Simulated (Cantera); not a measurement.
Input (Python, Cantera):

```python
import numpy as np
import cantera as ct

gas = ct.Solution("gri30.yaml")
gas.TPX = 700, 370000, {'CH4': 1, 'O2': 2, 'N2': 9.6}
flame = ct.FreeFlame(gas, width=0.016)
flame.set_refine_criteria(ratio=3, slope=0.08, curve=0.16)
flame.transport_model = "mixture-averaged"
flame.solve(loglevel=0, auto=True)
flame.transport_model = "multicomponent"
flame.soret_enabled = False
flame.solve(loglevel=0, refine_grid=True)
z, T = flame.grid, flame.T
thick = (T[-1] - T[0]) / np.gradient(T, z).max()
show = ['CH4', 'O2', 'H', 'C2H4', 'N2O', 'CO']
print(f"laminar burning velocity  {flame.velocity[0] * 100:.3f} cm/s")
print(f"burnt temperature         {T[-1]:.1f} K")
print(f"thermal thickness         {thick * 1e3:.4f} mm")
print(f"grid points               {len(z)}")
z0 = z[flame.heat_release_rate.argmax()]
print(f"{'z/mm':>9s}{'T/K':>9s}{'u/(m/s)':>9s}" + "".join(f"{s:>11s}" for s in show))
rows = []
for k in (-3, -2, -1.5, -1, -0.5, -0.25, 0, 0.25, 0.5, 1, 2, 4, 8):
    zz = z0 + k * thick
    rows.append([k * thick, np.interp(zz, z, T), np.interp(zz, z, flame.velocity),
                 *(np.interp(zz, z, flame.X[gas.species_index(s)]) for s in show)])
    print(f"{rows[-1][0] * 1e3:9.3f}{rows[-1][1]:9.1f}{rows[-1][2]:9.3f}" + "".join(f"{x:11.3e}" for x in rows[-1][3:]))
```

Result:

```
laminar burning velocity  75.821 cm/s
burnt temperature         2286.8 K
thermal thickness         0.1549 mm
grid points               136
     z/mm      T/K  u/(m/s)        CH4         O2          H       C2H4        N2O         CO
   -0.465    700.5    0.760  7.925e-02  1.585e-01  1.056e-12  8.551e-08  7.235e-12  9.135e-06
   -0.310    704.8    0.765  7.885e-02  1.580e-01  5.952e-11  1.086e-06  9.736e-11  8.877e-05
   -0.232    717.7    0.781  7.789e-02  1.568e-01  9.651e-10  5.355e-06  5.017e-10  3.585e-04
   -0.155    788.0    0.861  7.325e-02  1.510e-01  8.590e-08  4.151e-05  4.176e-09  2.047e-03
   -0.077   1123.0    1.239  5.136e-02  1.215e-01  1.679e-05  3.368e-04  3.829e-08  1.215e-02
   -0.039   1475.1    1.638  2.767e-02  8.638e-02  2.076e-04  6.532e-04  9.646e-08  2.483e-02
    0.000   1830.2    2.040  5.601e-03  4.508e-02  1.543e-03  3.054e-04  1.942e-07  3.665e-02
    0.039   1980.7    2.201  2.433e-04  2.321e-02  3.147e-03  7.365e-06  3.038e-07  3.222e-02
    0.077   2037.8    2.255  5.211e-06  1.664e-02  3.290e-03  4.344e-08  3.578e-07  2.465e-02
    0.155   2104.4    2.318  8.446e-09  1.268e-02  2.529e-03  1.221e-11  3.654e-07  1.824e-02
    0.310   2172.0    2.383  1.654e-13  9.648e-03  1.493e-03  1.602e-16  3.501e-07  1.423e-02
    0.620   2225.7    2.435  5.148e-17  7.174e-03  7.850e-04 -1.414e-16  3.145e-07  1.106e-02
    1.239   2259.4    2.466  1.334e-16  5.480e-03  4.449e-04  1.654e-17  2.646e-07  8.648e-03
```

Computed with Cantera and GRI-Mech 3.0 (53 species, 325 reactions). Burning velocities carry a grid error of a few per cent, more on coarse grids.
